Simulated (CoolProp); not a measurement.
Vapour-liquid equilibrium of CHF3 (R23) (1) + C2F6 (R116) (2) at 0.109 MPa; x and y are mole fractions of (1).

Values from CoolProp's multi-fluid Helmholtz-energy mixture model, Penoncello 2003 and Lemmon 2006; pair parameters Bell 2016.

```tsv
x	bubble temperature (K)	y at the bubble point	dew temperature at overall composition x (K)	liquid density (mol/L)
0.05	192.9	0.204	195.6	[?]
0.2	188.3	0.447	[?]	12.87
0.35	187.1	0.522	190.2	13.86
0.5	186.8	0.556	187.4	15.02
0.65	186.8	0.586	187.4	[?]
0.8	[?]	0.646	[?]	18.05
0.95	190.1	0.841	191.7	[?]
```

**Question.** Complete the blanks.

**Answer.** 
- 0.05, liquid density (mol/L): 11.93
- 0.2, dew temperature at overall composition x (K): 193.0
- 0.65, liquid density (mol/L): 16.40
- 0.8, bubble temperature (K): 187.3
- 0.8, dew temperature at overall composition x (K): 189.5
- 0.95, liquid density (mol/L): 19.93

y crosses x between x = 0.5 and 0.65: the model has an azeotrope there.

The pair parameters rest on a limited set of measurements; away from them the model extrapolates.
